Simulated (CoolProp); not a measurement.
Computed with CoolProp (reference Helmholtz-energy equation of state, Lemmon 2005). It is a short technical equation, of lower accuracy than the large ones.

Question: Give the vapour pressure (kPa), liquid density (kg/m³), vapour density (kg/m³), enthalpy of vaporisation (kJ/kg) of saturated isobutene at 0.35 °C.

Answer: 
```csv
T (°C),p (kPa),liquid density (kg/m³),vapour density (kg/m³),enthalpy of vaporisation (kJ/kg)
0.35,134,618,3.48,385
```
